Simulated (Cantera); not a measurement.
A freely propagating, adiabatic, planar premixed flame of CO : H2 : CH4 : O2 : N2 = 1 : 0.3 : 0.27 : 1.27 : 5.44 (molar parts), equivalence ratio 0.94, unburnt at 600 K and 5.00 bar; mixture-averaged transport, grid criteria slope 0.08 and curve 0.16, no radiation.

Detailed kinetics in Cantera: GRI-Mech 3.0 (53 species, 325 reactions). Burning velocities carry a grid error of a few per cent, more on coarse grids.

### Question
Predict: laminar burning velocity; thermal thickness; peak x(HO2).

### Answer
laminar burning velocity: 110 cm/s
thermal thickness: 0.0913 mm
peak x(HO2): 0.000391
